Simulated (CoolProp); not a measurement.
Properties of CHF3 (R23) along the isobar 287 bar.

Computed with CoolProp (reference Helmholtz-energy equation of state, Penoncello 2003).

| T (K) | phase | cv (kJ/(kg K)) | speed of sound (m/s) | Joule-Thomson coefficient (K/MPa) | Prandtl number | fugacity coefficient |
|---|---|---|---|---|---|---|
| 205.8 | liquid | 0.7209 | 897.6 | -0.3192 | [?] | 0.01630 |
| 220.3 | liquid | 0.7239 | 838.4 | -0.2935 | 2.47 | [?] |
| 234.8 | liquid | 0.7293 | 780.7 | -0.2617 | 2.27 | 0.04853 |
| 249.4 | liquid | 0.7367 | 724.2 | -0.2223 | 2.11 | 0.07430 |
| 263.9 | liquid | 0.7457 | 670.2 | -0.1750 | 1.98 | 0.1066 |
| 278.4 | liquid | 0.7559 | 618.5 | -0.1183 | [?] | 0.1451 |
| 293 | liquid | 0.7672 | 569.4 | -0.05065 | 1.78 | 0.1896 |
| 307.5 | supercritical | 0.7793 | 524.0 | 0.02788 | 1.70 | [?] |
| 322 | supercritical | 0.7918 | 482.5 | 0.1182 | 1.63 | 0.2902 |
| 336.6 | supercritical | 0.8047 | 445.2 | 0.2208 | 1.56 | 0.3445 |
| 351.1 | supercritical | 0.8176 | 412.9 | 0.3329 | 1.49 | 0.3991 |
| 365.6 | supercritical | 0.8304 | 385.5 | 0.4520 | 1.43 | 0.4532 |
| 380.1 | supercritical | 0.8429 | 363.0 | 0.5725 | 1.37 | 0.5059 |

### Question
Fill in the missing entries.

### Answer

- 205.8, Prandtl number: 2.73
- 220.3, fugacity coefficient: 0.02946
- 278.4, Prandtl number: 1.88
- 307.5, fugacity coefficient: 0.2383

Viscosity comes from a separate model (Shan 2000). Thermal conductivity comes from a separate model (Shan 2000).
